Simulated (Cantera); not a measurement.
# C6H6 + H2O + O2 (carbon deposition, reforming and gasification)

A closed system holds: 1 mol C6H6, 0.2 mol H2O, 0.096 mol O2, equilibrated at 2523.15 K.

These are equilibrium values from Cantera (NASA tables, ideal gas, pure condensed phases), not measurements of a reactor. Candidate condensed phases: C, C6H6, C7H8, C8H18, H2O; 110 gas species. The ideal-gas law is rough above about 30 bar. Equilibrium is a limit: real reactors are often held back by kinetics, nucleation or transport.

```csv
P (Pa),x H2,x H,x CO,x CH4,x C2H2 (acetylene),n C(graphite)
10,0.0902,0.835,0.0624,1.18e-10,0.00108,5.43
160,0.446,0.464,0.0837,4.60e-8,0.00531,5.55
2500,0.739,0.151,0.101,1.97e-6,0.00880,5.54
40000,0.842,0.0404,0.107,4.10e-5,0.0100,5.53
630000,0.870,0.0103,0.109,0.000689,0.0104,5.53
10000000,0.865,0.00259,0.110,0.0108,0.0103,5.49
```
x: gas mole fraction; n: condensed amount in mol.

From 10.0 Pa to 100 bar the condensed part is C(graphite). The main C-bearing gas is CO throughout. The share of C in condensed phases is highest at 1.60 mbar (92.4 %) and lowest at 10.0 Pa (90.5 %).
